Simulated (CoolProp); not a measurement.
Vapour-liquid equilibrium of ethanol (1) + isohexane (2) at 415.6 K; x and y are mole fractions of (1).

Computed with CoolProp (multi-fluid Helmholtz-energy mixture model, Schroeder 2014 and Lemmon 2006; pair parameters Bell 2016).

| x | bubble pressure (MPa) | y at the bubble point | dew pressure at overall composition x (MPa) | liquid density (mol/L) |
|---|---|---|---|---|
| 0.05 | 0.8799 | 0.130 | 0.8177 | ___ |
| 0.125 | 0.9878 | 0.256 | 0.8761 | 6.424 |
| 0.2 | 1.059 | 0.337 | 0.9390 | 6.699 |
| 0.275 | 1.105 | ___ | ___ | 7.019 |
| 0.35 | 1.132 | ___ | 1.070 | 7.393 |
| 0.425 | 1.147 | 0.474 | 1.125 | 7.829 |
| 0.5 | 1.152 | 0.505 | 1.152 | ___ |
| 0.575 | 1.149 | 0.535 | 1.134 | 8.923 |
| 0.65 | 1.137 | 0.568 | 1.083 | 9.600 |
| 0.725 | 1.115 | 0.607 | 1.021 | 10.38 |
| 0.8 | 1.075 | 0.660 | 0.9576 | 11.27 |
| 0.875 | 1.010 | 0.738 | 0.8974 | 12.29 |
| 0.95 | 0.9059 | ___ | 0.8419 | 13.46 |

Problem. Complete the blanks.

Solution. 
- 0.05, liquid density (mol/L): 6.186
- 0.275, y at the bubble point: 0.395
- 0.275, dew pressure at overall composition x (MPa): 1.005
- 0.35, y at the bubble point: 0.438
- 0.5, liquid density (mol/L): 8.336
- 0.95, y at the bubble point: 0.864

y crosses x between x = 0.5 and 0.575: the model has an azeotrope there.

The pair parameters rest on a limited set of measurements; away from them the model extrapolates.
